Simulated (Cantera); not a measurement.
An adiabatic, constant-volume homogeneous reactor starts with C₃H₈ : O₂ : N₂ = 1 : 3.12 : 11.8 (molar parts), equivalence ratio 1.6, at 1673 K and 12.0 bar. Integrator tolerance rtol = 1e-08.

Computed with Cantera and GRI-Mech 3.0 (53 species, 325 reactions). GRI-Mech 3.0 was tuned for natural gas; its chemistry of propane as a main component is partial and can be far from experiment. The pressure lies above the range GRI-Mech 3.0 was tuned for (to about 10 atm). Above 3000 K some thermodynamic fits are extrapolated.

```tsv
quantity	before	after
time of steepest temperature rise	3.77 µs	3.71 µs
temperature at 0.600 s	3235 K	3192 K
equilibrium temperature	3235 K	3192 K
x(C₃H₈) at 0.600 s	<1e-12 (gas-phase equilibrium <1e-12)	<1e-12 (gas-phase equilibrium <1e-12)
x(O₂) at 0.600 s	0.000930 (gas-phase equilibrium 0.000930)	0.0237 (gas-phase equilibrium 0.0237)
x(NO) at 0.600 s	0.00367 (gas-phase equilibrium 0.00367)	0.0188 (gas-phase equilibrium 0.0188)
x(C₂H₆) at 0.600 s	<1e-12 (gas-phase equilibrium <1e-12)	<1e-12 (gas-phase equilibrium <1e-12)
x(CH₂O) at 0.600 s	1.06e-7 (gas-phase equilibrium 1.06e-7)	6.00e-9 (gas-phase equilibrium 6.00e-9)
```

Task: Name the change that produced these shifts.
A. C3H8 1 to 0.59 parts
B. C3H8 1 to 0.46 parts
C. pressure from 12.0 bar to 5.00 bar
D. pressure from 12.0 bar to 3.30 bar

Result: A, C3H8 1 to 0.59 parts
